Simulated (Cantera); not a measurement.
Cantera run:

```python
import numpy as np
import cantera as ct

gas_names = """
    NO N CO2 TaO2
""".split()
cond_names = """
    TaC(s) TaC(L)
""".split()


def load(file, names, dense=False):
    # The tables refer to 1 bar. Condensed volumes are neglected.
    table = {s.name: s for s in ct.Species.list_from_file(file)}
    out = []
    for n in names:
        d = dict(table[n].input_data)
        d["thermo"] = dict(d["thermo"], **{"reference-pressure": 1e5})
        if dense:
            d["equation-of-state"] = {"model": "constant-volume", "density": "1e6 g/cm^3"}
        out.append(ct.Species.from_dict(d))
    return out


species = {s.name: s for s in load("nasa_gas.yaml", gas_names) + load("nasa_condensed.yaml", cond_names)}
# Each term lists the table entries of one substance; the one whose range holds T is used.
reactions = {
    'TaC + 4 NO(g) = 4 N(g) + CO2(g) + TaO2(g)':
        [(-1, ['TaC(s)', 'TaC(L)']), (-4, ['NO']), (4, ['N']), (1, ['CO2']), (1, ['TaO2'])],
}


def pick(names, T):
    return next(species[n] for n in names if species[n].thermo.min_temp <= T <= species[n].thermo.max_temp)


results = []
for label, terms in reactions.items():
    print(label)
    print("     T/K   dH/kJ  dS/(J/K)   dG/kJ   log10 K")
    for T in [798, 848, 898, 948, 998, 1048, 1098, 1148, 1198]:
        used = [(nu, pick(names, T)) for nu, names in terms]
        dH = sum(nu * s.thermo.h(T) for nu, s in used) / 1e6
        dS = sum(nu * s.thermo.s(T) for nu, s in used) / 1e3
        dG = dH - T * dS / 1e3
        logK = -dG * 1e6 / (ct.gas_constant * T * np.log(10))
        results.append((label, T, dH, dS, dG, logK, [s.name for _, s in used]))
        print(f"{T:8g} {dH:8.1f} {dS:8.1f} {dG:8.1f} {logK:8.2f}")
```

It prints:

```
TaC + 4 NO(g) = 4 N(g) + CO2(g) + TaO2(g)
     T/K   dH/kJ  dS/(J/K)   dG/kJ   log10 K
     798   1080.7    232.3    895.3   -58.61
     848   1081.1    232.8    883.7   -54.43
     898   1081.5    233.2    872.1   -50.72
     948   1081.9    233.6    860.4   -47.41
     998   1082.2    234.0    848.7   -44.42
    1048   1082.5    234.3    837.0   -41.72
    1098   1082.8    234.5    825.3   -39.26
    1148   1083.0    234.7    813.5   -37.02
    1198   1083.2    234.9    801.8   -34.96
```

Standard-state values (1 bar) from the NASA 1993 polynomials, evaluated with Cantera. TaC: taken at fixed stoichiometry. Condensed species are held in their standard states even where they would react or evaporate.
